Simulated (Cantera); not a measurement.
What does this Cantera script print?

```python
import numpy as np
import cantera as ct

gas_names = """
    B BCL BCL2 BCL3 BH BH2 BH3 BO BOCL BO2 B2 B2O B2O2 B2O3 B3O3CL3 B3O3H3 CL CLO CL2 H HBO HBO2 HCL
    HOCL HO2 H2 H2O H2O2 H3B3O6 O OH O2 O3
""".split()
cond_names = """
    B(b) B(L) B2O3(L) B3O3H3(cr) H2O(s) H2O(L)
""".split()


# ... load() reads the species with a 1 bar reference pressure and builds the phases ...
atoms = {
    'BCl3': {'B': 1, 'CL': 3},
    'H2O': {'H': 2, 'O': 1},
}
top_T = {}  # K; cautious upper limits of use, not melting points


# ... equilibrate(T, P, feed) seeds the gas with the atoms and calls Mixture.equilibrate('TP', solver="vcs", rtol=1e-11, max_steps=5000) ...
results = []
P = 51000  # Pa
for T in [1425, 1500, 1575, 1650, 1725, 1800, 1875, 1950, 2025, 2100, 2175, 2250, 2325, 2400]:
    for m in [0.29, 0.48, 0.78, 1.3, 2.1, 3.3, 5.4, 8.8, 14]:
        feed = {'BCl3': 1, 'H2O': m}  # mol
        mix = equilibrate(T, P, feed)
        results.append((T, P, feed, dict(zip(mix.species_names, mix.species_moles))))

for T, P, feed, n in results:
    print(f"{T:7g} {feed['H2O']:10.4g}  " + (" + ".join(c for c in cond_names if n.get(c, 0) > 1e-12) or "gas only"))
```

Result:

```
   1425       0.29  gas only
   1425       0.48  gas only
   1425       0.78  B2O3(L)
   1425        1.3  B2O3(L)
   1425        2.1  B2O3(L)
   1425        3.3  B2O3(L)
   1425        5.4  B2O3(L)
   1425        8.8  B2O3(L)
   1425         14  B2O3(L)
   1500       0.29  gas only
   1500       0.48  gas only
   1500       0.78  B2O3(L)
   1500        1.3  B2O3(L)
   1500        2.1  B2O3(L)
   1500        3.3  B2O3(L)
   1500        5.4  B2O3(L)
   1500        8.8  B2O3(L)
   1500         14  B2O3(L)
   1575       0.29  gas only
   1575       0.48  gas only
   1575       0.78  B2O3(L)
   1575        1.3  B2O3(L)
   1575        2.1  B2O3(L)
   1575        3.3  B2O3(L)
   1575        5.4  B2O3(L)
   1575        8.8  B2O3(L)
   1575         14  B2O3(L)
   1650       0.29  gas only
   1650       0.48  gas only
   1650       0.78  B2O3(L)
   1650        1.3  B2O3(L)
   1650        2.1  B2O3(L)
   1650        3.3  B2O3(L)
   1650        5.4  B2O3(L)
   1650        8.8  gas only
   1650         14  gas only
   1725       0.29  gas only
   1725       0.48  gas only
   1725       0.78  B2O3(L)
   1725        1.3  B2O3(L)
   1725        2.1  B2O3(L)
   1725        3.3  B2O3(L)
   1725        5.4  B2O3(L)
   1725        8.8  gas only
   1725         14  gas only
   1800       0.29  gas only
   1800       0.48  gas only
   1800       0.78  B2O3(L)
   1800        1.3  B2O3(L)
   1800        2.1  B2O3(L)
   1800        3.3  B2O3(L)
   1800        5.4  gas only
   1800        8.8  gas only
   1800         14  gas only
   1875       0.29  gas only
   1875       0.48  gas only
   1875       0.78  B2O3(L)
   1875        1.3  B2O3(L)
   1875        2.1  B2O3(L)
   1875        3.3  gas only
   1875        5.4  gas only
   1875        8.8  gas only
   1875         14  gas only
   1950       0.29  gas only
   1950       0.48  gas only
   1950       0.78  gas only
   1950        1.3  B2O3(L)
   1950        2.1  gas only
   1950        3.3  gas only
   1950        5.4  gas only
   1950        8.8  gas only
   1950         14  gas only
   2025       0.29  gas only
   2025       0.48  gas only
   2025       0.78  gas only
   2025        1.3  gas only
   2025        2.1  gas only
   2025        3.3  gas only
   2025        5.4  gas only
   2025        8.8  gas only
   2025         14  gas only
   2100       0.29  gas only
   2100       0.48  gas only
   2100       0.78  gas only
   2100        1.3  gas only
   2100        2.1  gas only
   2100        3.3  gas only
   2100        5.4  gas only
   2100        8.8  gas only
   2100         14  gas only
   2175       0.29  gas only
   2175       0.48  gas only
   2175       0.78  gas only
   2175        1.3  gas only
   2175        2.1  gas only
   2175        3.3  gas only
   2175        5.4  gas only
   2175        8.8  gas only
   2175         14  gas only
   2250       0.29  gas only
   2250       0.48  gas only
   2250       0.78  gas only
   2250        1.3  gas only
   2250        2.1  gas only
   2250        3.3  gas only
   2250        5.4  gas only
   2250        8.8  gas only
   2250         14  gas only
   2325       0.29  gas only
   2325       0.48  gas only
   2325       0.78  gas only
   2325        1.3  gas only
   2325        2.1  gas only
   2325        3.3  gas only
   2325        5.4  gas only
   2325        8.8  gas only
   2325         14  gas only
   2400       0.29  gas only
   2400       0.48  gas only
   2400       0.78  gas only
   2400        1.3  gas only
   2400        2.1  gas only
   2400        3.3  gas only
   2400        5.4  gas only
   2400        8.8  gas only
   2400         14  gas only
```

Cantera equilibrium calculation (NASA polynomials, part measured and part estimated; ideal gas, pure solids and liquids). The tables' values for BCl2 are old estimates. Gases not in the tables: H3BO3.
